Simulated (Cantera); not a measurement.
Input: 1 mol Fe2O3, 0.31 mol H2S, a varied amount of O2, equilibrated at 898 K and 1.00 bar.

Points: n(O2) (mol) = 0.25, 0.33, 0.42, 0.54, 0.69, 0.89, 1.1, 1.5, 1.9, 2.4, 3.1, 4.

Cantera's Mixture.equilibrate('TP', solver="vcs", rtol=1e-11, max_steps=5000) on the NASA tables stopped like this:

```
*******************************************************************************
CanteraError thrown by VCS_SOLVE::solve_tp_inner:
vcs_solve_TP: ERROR on step change wt[30:Fe2S3O12(s)]: -3.469446951953614e-18 < 0.0
*******************************************************************************
```

**Question.** What got this run through?

**Answer.** This is not unique; one that fits is The failure is numerical, not chemical. The same input converged with solver="gibbs", rtol=1e-10, max_steps=50000, and the result passed a check of the equilibrium conditions:
```
log10 of partial pressures in bar; condensed amounts in mol
     n(O2)        O2       H2O       SO2       SO3       H2S        S2    FeS(c)  Fe2O3(s) Fe2S3O12(  Fe3O4(s)
      0.25   -16.496    -0.290    -0.331    -7.742    -1.957    -2.108   0.01696         0         0     0.661
      0.33   -13.354    -0.301    -0.301    -6.141    -6.652    -8.332         0      0.19         0      0.54
      0.42   -13.354    -0.301    -0.301    -6.141    -6.652    -8.332         0      0.73         0      0.18
      0.54    -3.902    -0.192    -0.479    -1.593   -20.899   -27.592         0    0.9542   0.04581         0
      0.69    -0.741    -0.106    -2.060    -1.593   -27.135   -37.075         0    0.9012   0.09878         0
      0.89    -0.344    -0.287    -2.258    -1.593   -28.110   -38.266         0    0.9029   0.09708         0
       1.1    -0.229    -0.421    -2.316    -1.593   -28.474   -38.612         0     0.905   0.09503         0
       1.5    -0.144    -0.599    -2.358    -1.593   -28.822   -38.867         0     0.909   0.09103         0
       1.9    -0.107    -0.724    -2.377    -1.593   -29.021   -38.978         0     0.913   0.08702         0
       2.4    -0.083    -0.843    -2.389    -1.593   -29.189   -39.051         0     0.918   0.08199         0
       3.1    -0.064    -0.968    -2.398    -1.593   -29.352   -39.107         0    0.9251   0.07494         0
         4    -0.051    -1.090    -2.405    -1.593   -29.499   -39.146         0    0.9341   0.06587         0
```

The gas is ideal and each condensed phase is pure. FeS: taken at fixed stoichiometry. Gases not in the tables: S3 to S7.
